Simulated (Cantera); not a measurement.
Feed: 1 mol SiH₂Cl₂, 0.046 mol C₂H₄, 110 mol H₂, equilibrated at 1825 K and 750 Torr.

Equilibrium computed with Cantera from the NASA thermochemical tables; the gas is ideal and each condensed phase is pure. Candidate condensed phases: C, C₆H₆, C₇H₈, C₈H₁₈, Si, SiC; 109 gas species. Mutual solubility and eutectic melting of coexisting phases are not modelled. Gases not in the tables: Si₂H₆ and higher silanes. Rates play no part.

Problem. What is the equilibrium state?

Solution. 
| Quantity | Value |
|---|---|
| x(H₂) | 0.982 |
| x(HCl) | 0.0162 |
| x(SiCl₂) | 0.000798 |
| x(H) | 0.000437 |
| x(SiH₂) | 3.50e-5 |
| x(CH₄) | 1.84e-5 |
| x(SiCl₃) | 5.91e-6 |
| x(SiCl) | 5.56e-6 |
| x(Cl) | 5.49e-6 |
| n(Si(l)) | 0.813 mol |
| n(SiC(s)) | 0.0899 mol |
| gas amount | 112.1 mol |
| log10 activity of C(graphite) (absent) | -1.57 |
